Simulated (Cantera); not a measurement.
A perfectly stirred reactor is fed with CH₄ : O₂ : N₂ : H₂O = 1 : 4.35 : 16.3 : 4.3 (molar parts), equivalence ratio 0.46, at 1.01 bar; it is adiabatic with a 450 K inlet, and is followed from long to short residence time, starting on the burning branch (τ in s: 0.056, 0.026, 0.012, 0.0056, 0.0026, 0.0012, 0.00055, 0.00025, 0.00012, 5.4e-05, 2.5e-05, 1.2e-05, 5.3e-06).

Cantera simulation using GRI-Mech 3.0 (53 species, 325 reactions); the numbers are that mechanism's predictions, not measurements.

### Question
Predict: blow-out, bracketed by the residence times tried; x(CH₄) at τ = 56.0 ms; x(O₂) at τ = 56.0 ms; x(H₂O) at τ = 56.0 ms; x(CH₃) at τ = 56.0 ms; x(NO₂) at τ = 56.0 ms; x(CH₄) at τ = 0.550 ms; x(O₂) at τ = 0.550 ms; x(H₂O) at τ = 0.550 ms.

### Answer
- blow-out, bracketed by the residence times tried = burning at 26.0 ms, out at 12.0 ms
- x(CH₄) at τ = 56.0 ms = 0.000173
- x(O₂) at τ = 56.0 ms = 0.0916
- x(H₂O) at τ = 56.0 ms = 0.242
- x(CH₃) at τ = 56.0 ms = 1.40e-5
- x(NO₂) at τ = 56.0 ms = 2.82e-9
- x(CH₄) at τ = 0.550 ms = 0.0385
- x(O₂) at τ = 0.550 ms = 0.168
- x(H₂O) at τ = 0.550 ms = 0.166
